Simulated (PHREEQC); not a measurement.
Dissolve 0.033 mol/kgw KH2PO4, 0.0013 mol/kgw KOH and 0.00067 mol/kgw KCl at 20 °C. Closed to the air; pH follows from the charge balance.

Computed with PHREEQC (ion-association model, wateq4f.dat).

This is a speciation only: nothing precipitates in the calculation.

### Question
What pH does the model give?

### Answer
pH 5.60.

### Question
In which forms is P present?

### Answer
H2PO4- 96 %, HPO4-2 3.8 % of the P.

H3PO4, which wateq4f.dat lacks, is added to it with the constant of phreeqc.dat.
